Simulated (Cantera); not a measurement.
Input (Python, Cantera):

```python
import numpy as np
import cantera as ct

gas = ct.Solution("gri30.yaml")
gas.TPX = 1925, 58, {'CH4': 1, 'H2': 30}
inlet = ct.Reservoir(gas, clone=True)

reactor = ct.IdealGasConstPressureReactor(gas, energy="off", clone=False)
exhaust = ct.Reservoir(gas, clone=True)
tau = [2.1, 0.79, 0.3, 0.12, 0.044, 0.017, 0.0064, 0.0024][0]
for a, b in ((inlet, reactor), (reactor, exhaust)):
    ct.MassFlowController(a, b, mdot=lambda t: reactor.mass / tau)
net = ct.ReactorNet([reactor])
show = ['CH4', 'H2', 'H', 'C2H2', 'C2H', 'C2H6']

rows = []
print(f"{'tau/s':>10s}{'T/K':>9s}" + "".join(f"{s:>11s}" for s in show))
for tau in [2.1, 0.79, 0.3, 0.12, 0.044, 0.017, 0.0064, 0.0024]:
    net.initial_time = 0.0
    net.advance(30 * tau)
    before = gas.X
    net.advance(40 * tau)
    drift = np.max(np.abs(gas.X - before) / (gas.X + 1e-9))
    rows.append([gas.T, *gas[show].X, drift])
    print(f"{tau:10.3e}{gas.T:9.1f}" + "".join(f"{x:11.3e}" for x in gas[show].X))
```

It prints:

```
     tau/s      T/K        CH4         H2          H       C2H2        C2H       C2H6
 2.100e+00   1925.0  1.316e-02  9.722e-01  4.811e-03  8.532e-03  6.050e-07  4.382e-07
 7.900e-01   1925.0  2.084e-02  9.691e-01  3.718e-03  4.641e-03  2.551e-07  8.021e-07
 3.000e-01   1925.0  2.798e-02  9.669e-01  2.403e-03  1.295e-03  4.614e-08  7.908e-07
 1.200e-01   1925.0  3.117e-02  9.668e-01  1.132e-03  1.277e-04  2.142e-09  2.930e-07
 4.400e-02   1925.0  3.195e-02  9.673e-01  4.193e-04  4.266e-06  2.649e-11  5.030e-08
 1.700e-02   1925.0  3.214e-02  9.676e-01  1.617e-04  1.174e-07  2.812e-13  7.819e-09
 6.400e-03   1925.0  3.222e-02  9.677e-01  6.056e-05  2.512e-09  2.253e-15  1.020e-09
 2.400e-03   1925.0  3.224e-02  9.677e-01  2.239e-05  4.973e-11  1.650e-17  1.110e-10
```

Computed with Cantera and GRI-Mech 3.0 (53 species, 325 reactions). GRI-Mech 3.0 stops at C3 and has no aromatics, soot or wall deposition, so with more carbon than oxygen in the feed, carbon stays in small species such as C2H2 where larger ones or solid carbon would form. Radical loss at walls, strong at low pressure, is not modelled.
